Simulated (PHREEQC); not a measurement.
Consider water at 25 °C with 0.047 mol/kgw H3PO4, 0.012 mol/kgw NaF and 0.0005 mol/kgw NaCl. Closed to the air; pH follows from the charge balance.

Equilibrium calculation in PHREEQC: ion-association model, wateq4f.dat.

Precipitation was switched off in this run.

Predict the pH, ionic strength.

pH 2.03; ionic strength 0.0230 mol/kgw.

In which forms is P present?

H3PO4 54 %, H2PO4- 46 % of the P.

Species that the database lacks are ignored. H3PO4, which wateq4f.dat lacks, is added to it with the constant of phreeqc.dat.
